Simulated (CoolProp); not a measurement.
Saturation properties of carbonyl sulfide.

The numbers come from the reference Helmholtz-energy equation of state, Lemmon 2006 in CoolProp. It is a short technical equation, of lower accuracy than the large ones.

```
T (K)  p (MPa)  enthalpy of vaporisation (kJ/kg)  liquid cp (kJ/(kg K))
-----  -------  --------------------------------  ---------------------
200.4  0.03111                             323.5                    ___
212.4  0.06035                             315.9                  1.172
224.4   0.1081                             308.0                  1.183
236.4   0.1814                               ___                  1.199
248.4   0.2879                             290.8                  1.218
260.4   0.4364                             281.3                  1.243
272.4   0.6359                             270.9                  1.274
284.4   0.8960                             259.6                    ___
296.4    1.227                             247.0                  1.361
308.4    1.638                             233.0                    ___
320.4    2.142                             217.0                    ___
332.4    2.748                             198.5                  1.635
```

**Question.** Complete the blanks.

**Answer.** 
- 200.4, liquid cp (kJ/(kg K)): 1.165
- 236.4, enthalpy of vaporisation (kJ/kg): 299.6
- 284.4, liquid cp (kJ/(kg K)): 1.313
- 308.4, liquid cp (kJ/(kg K)): 1.425
- 320.4, liquid cp (kJ/(kg K)): 1.511

It boils at 223.0 K under 1 atm.
